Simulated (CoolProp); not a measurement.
Vapour-liquid equilibrium of R22 (1) + C3F8 (R218) (2) at 245.9 K; x and y are mole fractions of (1).

Values from CoolProp's multi-fluid Helmholtz-energy mixture model, Kamei 1995 and Lemmon 2006; pair parameters Bell 2016.

```
x     bubble pressure, mixture model (MPa)  bubble pressure, Raoult's law (MPa)  y, mixture model  y, Raoult's law
----  ------------------------------------  -----------------------------------  ----------------  ---------------
0.05                                0.1714                               0.1545             0.143            0.059
0.15                                0.2001                               0.1576             0.325            0.175
0.25                                0.2190                               0.1607             0.432            0.286
0.35                                0.2305                               0.1638             0.500            0.393
0.45                                0.2366                               0.1669             0.548            0.496
0.55                                0.2392                               0.1699             0.584            0.595
0.65                                0.2392                               0.1730             0.618            0.691
0.75                                0.2363                               0.1761             0.659            0.783
0.85                                0.2276                               0.1792             0.724            0.872
0.95                                0.2052                               0.1823             0.861            0.958
```

The largest gap from Raoult's law is +41.8 % in bubble pressure, at x = 0.45. y crosses x between x = 0.55 and 0.65: the model has an azeotrope there.

The pair parameters rest on a limited set of measurements; away from them the model extrapolates.
